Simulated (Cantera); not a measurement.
Feed: 1 mol Fe₂O₃, 8.1 mol CO, 2.8 mol N₂, at 0.0100 bar.

Equilibrium computed with Cantera from the NASA thermochemical tables; the gas is ideal and each condensed phase is pure. Candidate condensed phases: C, Fe, Fe(CO)₅, FeO, Fe₂O₃, Fe₃O₄; 27 gas species. The tables' stoichiometric FeO is somewhat more stable than real wüstite, so its field is too wide. FeO: taken at fixed stoichiometry. Kinetics and transport are ignored.

x: gas mole fraction; n: condensed amount in mol.

```csv
T (K),x CO,x N₂,x CO₂,x Fe,x O,x O₂,x FeO,n FeO(l)
1998,0.617,0.252,0.110,0.0205,1.53e-5,5.39e-6,0.000332,___
2098,0.578,0.245,0.131,0.0440,8.99e-5,4.30e-5,0.00123,___
2198,0.518,0.235,0.162,0.0794,0.000496,0.000345,0.00402,___
2298,0.440,0.219,0.197,0.127,0.00252,0.00264,0.0118,___
2398,0.430,0.212,0.187,0.137,0.00781,0.00829,0.0154,0
2498,0.450,0.208,0.156,0.135,0.0182,0.0160,0.0149,0
2598,0.471,0.202,0.119,0.133,0.0353,0.0234,0.0129,0
```

Task: What belongs in the gaps?

Result: 
- 1998, n FeO(l): 1.77
- 2098, n FeO(l): 1.48
- 2198, n FeO(l): 1.01
- 2298, n FeO(l): 0.237
